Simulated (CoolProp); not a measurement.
Values from CoolProp's reference Helmholtz-energy equation of state, Bücker 2006.

Q: For ethane, give the phase and the cv (kJ/(kg K)) at 256.1 K and 0.0077 MPa.

A: 
- 256.1 K and 0.0077 MPa: gas; cv 1.31
